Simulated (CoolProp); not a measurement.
Model: reference Helmholtz-energy equation of state, Span 2000, in CoolProp.

For nitrogen, give the phase and the cv (kJ/(kg K)), speed of sound (m/s), expansivity (1/kK), viscosity (µPa s) at 103.4 K and 4.24 bar; 103.4 K and 34 bar; 103.4 K and 50.9 bar.


- 103.4 K and 4.24 bar: gas; cv 0.782, speed of sound 198, expansivity 12.4, viscosity 7.37
- 103.4 K and 34 bar: liquid; cv 0.976, speed of sound 612, expansivity 8.76, viscosity 73.8
- 103.4 K and 50.9 bar: liquid; cv 0.978, speed of sound 639, expansivity 7.97, viscosity 77.2

Viscosity comes from a separate model (Lemmon 2004).
